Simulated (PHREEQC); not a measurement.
0.027 g of hydrous ferric oxide (600 m²/g; 0.2 weak and 0.005 strong sites per Fe, Dzombak-Morel constants, diffuse double layer) in 1 kg of water with 0.3 mol/kgw of an inert sodium salt and 4.2e-07 mol PbCl2, at 25 °C; the pH is set by adding NaOH or the inert anion's acid. Oxygen alone is held at its pressure in air (log pO2 = -0.68). CO2 from the air is kept out. Precipitation was switched off in this run.

The series has 13 steps of pH, from 3 to 9.

All values are PHREEQC results (ion-association model, wateq4f.dat), not measurements.

Task: Near which pH is half of the Pb sorbed, and on which side is more sorbed?

Result: Near pH 4.6, with more sorbed at higher pH.

Species that the database lacks are ignored. The oxide is taken as insoluble; below pH 4 it would dissolve.
